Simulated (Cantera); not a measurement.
A closed system holds: 1 mol LiCl, 5.7 mol O2, 1.1 mol H2, at 1.33 mbar.

These are equilibrium values from Cantera (NASA tables, ideal gas, pure condensed phases), not measurements of a reactor. Candidate condensed phases: H2O, Li, LiCl, LiH, LiOH, Li2O; 25 gas species. Equilibrium is a limit: real reactors are often held back by kinetics, nucleation or transport. All values below are at 1750 K.

Base state: O2 0.706, H2O 0.145, LiCl 0.133, LiOH 0.00448, OH 0.00431, HCl 0.00327, O 0.00172, Cl 0.00128 (mole fractions); condensed: gas only.

**Question.** What changes in the equilibrium state with this change: H2 from 1.1 to 1.6 mol?

**Answer.** 
```csv
species,before,after
O2,0.706,0.649
H2O,0.145,0.205
LiCl,0.133,0.128
H2,0.000158,0.000233
H,8.00e-5,9.72e-5
```

**Question.** What changes in the equilibrium state with this change: LiCl replaced by CaF2?

**Answer.** 
```
species       before   after
-----------  -------  ------
O2             0.706   0.708
HF                 0   0.203
H2O            0.145  0.0485
LiCl           0.133       0
CaF2               0  0.0360
LiOH         0.00448       0
HCl          0.00327       0
Cl           0.00128       0
Li           6.18e-5       0
CaO(s), mol        0   0.738
```
Further candidate phases: Ca, CaF2, CaO, Ca(OH)2.
